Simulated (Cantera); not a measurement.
Charge: 1 mol B, 0.011 mol Cl2, 1.7 mol O2, at 1700 K and 255 Torr.

Method: chemical equilibrium by Gibbs-energy minimisation in Cantera with the NASA 1993 tables (ideal gas, pure condensed phases). Candidate condensed phases: B, B2O3; 18 gas species. The tables' values for BOCl are old estimates; treat these amounts as uncertain. Rates play no part.

Base state: O2 0.977, Cl 0.0170, Cl2 0.00265, B2O3 0.00230, BO2 0.000528, ClO 0.000192, BOCl 0.000183, O 7.58e-5 (mole fractions); condensed: B2O3(l).

Task: What changes in the equilibrium state with this change: Cl2 from 0.011 to 0.92 mol?

Result: 
| species | before | after |
|---|---|---|
| O2 | 0.977 | 0.457 |
| Cl2 | 0.00265 | 0.343 |
| Cl | 0.0170 | 0.193 |
| BOCl | 0.000183 | 0.00252 |
| B3O3Cl3 | 1.54e-8 | 4.01e-5 |
| BCl3 | 4.09e-8 | 0.000107 |
| ClO | 0.000192 | 0.00149 |
| O | 7.58e-5 | 5.18e-5 |
| B2O3(l), mol | 0.497 | 0.492 |
